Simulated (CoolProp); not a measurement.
Properties of normal hydrogen along the isobar 365 kPa (Tc = -240.0 °C, pc = 1296 kPa, ω = -0.219).

The numbers come from the reference Helmholtz-energy equation of state, Leachman 2009 in CoolProp.

```
T (°C)    phase  cv (kJ/(kg K))  viscosity (µPa s)
-------  ------  --------------  -----------------
-249.25  liquid           5.885               10.4
-243.55     gas           6.441               1.54
-237.85     gas           6.327               1.81
-232.25     gas           6.288               2.06
-226.55     gas           6.269               2.30
-220.85     gas           6.268               2.53
-215.15     gas           6.288               2.74
-209.45     gas           6.330               2.95
-203.75     gas           6.396               3.15
-198.15     gas           6.484               3.34
-192.45     gas           6.595               3.53
-186.75     gas           6.724               3.71
-181.05     gas           6.868               3.89
-175.35     gas           7.023               4.07
-169.65     gas           7.185               4.24
```

Viscosity comes from a separate model (Muzny 2013).
